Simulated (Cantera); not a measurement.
Standard-state values (1 bar) from the NASA 1993 polynomials, evaluated with Cantera. Values are per mole of reaction as written; species without (g) are pure solids or liquids, kept so even where they would boil at 1 bar. ZrN: taken at fixed stoichiometry.

### Question
Between 300 and 2750 K, where is each reaction favourable under standard conditions?
- 2 H₂O₂(g) + 2 ZrN = N₂(g) + 2 H₂(g) + 2 ZrO₂

### Answer
- 2 H₂O₂(g) + 2 ZrN = N₂(g) + 2 H₂(g) + 2 ZrO₂: ΔG° is -1194 kJ at 300 K and -1293 kJ at 2750 K; it stays negative (K > 1). ΔH° is -1179 kJ and ΔS° 41 J/K at 2750 K.
